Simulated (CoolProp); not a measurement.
Vapour-liquid equilibrium of dimethyl ether (1) + n-pentane (2) at 177 kPa; x and y are mole fractions of (1).

Model: multi-fluid Helmholtz-energy mixture model, Wu 2011 and Thol 2019; pair parameters Bell 2016, in CoolProp.

| x | bubble temperature, mixture model (°C) | bubble temperature, Raoult's law (°C) | y, mixture model | y, Raoult's law |
|---|---|---|---|---|
| 0.05 | ___ | 44.5 | 0.202 | 0.282 |
| 0.2 | 26.6 | 25.8 | 0.671 | 0.682 |
| 0.35 | ___ | 13.9 | 0.864 | 0.837 |
| 0.5 | 0.7 | 5.6 | ___ | 0.912 |
| 0.65 | ___ | -0.8 | 0.957 | 0.953 |
| 0.8 | ___ | -5.8 | 0.973 | 0.979 |
| 0.95 | -10.1 | -9.9 | 0.991 | 0.996 |

Task: Fill in the missing entries.

Result: 
- 0.05, bubble temperature, mixture model (°C): 47.5
- 0.35, bubble temperature, mixture model (°C): 10.2
- 0.5, y, mixture model: 0.930
- 0.65, bubble temperature, mixture model (°C): -4.4
- 0.8, bubble temperature, mixture model (°C): -7.4

The largest gap from Raoult's law is -4.9 K in bubble temperature, at x = 0.5. No azeotrope shows between x = 0.05 and 0.95.

Pair parameters are fitted to limited data, so mixtures are less certain than the pure fluids. The gap from Raoult's law changes sign with composition, which may be real or a fault of the pair parameters; it wasn't checked against measurements.
